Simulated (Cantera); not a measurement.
A closed system holds: 1 mol c-C4F8, 0.16 mol F2, 5.5 mol H2, at 1550 K and 19.0 Pa.

These are equilibrium values from Cantera (NASA tables, ideal gas, pure condensed phases), not measurements of a reactor. Candidate condensed phases: C, C6H6, C7H8, C8H18; 95 gas species. The feed counts by its element totals alone. Equilibrium is a limit: real reactors are often held back by kinetics, nucleation or transport.

Base state: HF 0.861, H2 0.138, H 0.000850 (mole fractions); condensed: C(graphite).

Question: What changes in the equilibrium state with this change: temperature from 1550 K to 2250 K?

Answer: 
```tsv
species	before	after
HF	0.861	0.801
H	0.000850	0.135
H2	0.138	0.0625
C3	<1e-9	3.42e-5
CF	<1e-9	2.42e-5
C(graphite), mol	4.00	3.99
```
